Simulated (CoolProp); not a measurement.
Properties of R123 along the isobar 190 bar (Tc = 183.7 °C, pc = 36.62 bar, ω = 0.282).

Values from CoolProp's reference Helmholtz-energy equation of state, Younglove 1994. It is a modified Benedict-Webb-Rubin equation, recast in Helmholtz form.

```csv
T (°C),phase,density (kg/m³),speed of sound (m/s),viscosity (µPa s),conductivity (mW/(m K)),fugacity coefficient
31.35,liquid,1498,777.7,491,82.0,0.01253
43.95,liquid,1470,740.2,433,79.0,0.01853
56.65,liquid,1443,703.8,383,76.1,0.02643
69.35,liquid,1415,668.9,341,73.4,0.03642
82.05,liquid,1386,635.3,305,70.9,0.04869
94.75,liquid,1357,603.0,274,68.6,0.06336
107.45,liquid,1328,572.0,248,66.4,0.08051
120.15,liquid,1298,542.1,225,64.3,0.1001
132.85,liquid,1268,513.4,205,62.2,0.1222
145.55,liquid,1237,485.8,187,60.3,0.1465
158.25,liquid,1205,459.3,171,58.4,0.1730
170.85,liquid,1173,434.2,158,56.6,0.2012
```

Viscosity comes from a separate model (Tanaka 1996). Thermal conductivity comes from a separate model (Laesecke 1996).
